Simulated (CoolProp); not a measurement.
Nitrous oxide along the isobar 29 MPa: density (kg/m³) from the reference equation and from simpler models built on Tc = 36.4 °C, pc = 7.245 MPa, ω = 0.161; each cubic takes its own stable root.

Values from CoolProp's reference Helmholtz-energy equation of state, Lemmon 2006. It is a short technical equation, of lower accuracy than the large ones.

```
T (°C)          phase  reference  van der Waals  Peng-Robinson
------  -------------  ---------  -------------  -------------
-7.25          liquid       1045          720.1           1100
2.55           liquid       1015          707.3           1066
12.45          liquid      984.6          694.1           1029
22.35          liquid      952.7          680.5          990.4
32.15          liquid      920.1          666.9          950.6
42.05   supercritical      886.0          652.8          908.9
51.85   supercritical      851.0          638.5          866.4
61.75   supercritical      814.6          623.8          822.4
71.55   supercritical      777.6          609.0          778.5
81.45   supercritical      739.5          593.7          734.4
91.35   supercritical      701.0          578.3          691.3
101.15  supercritical      663.3          562.7          650.3
111.05  supercritical      626.1          546.9          611.3
120.85  supercritical      590.9          531.1          575.5
```
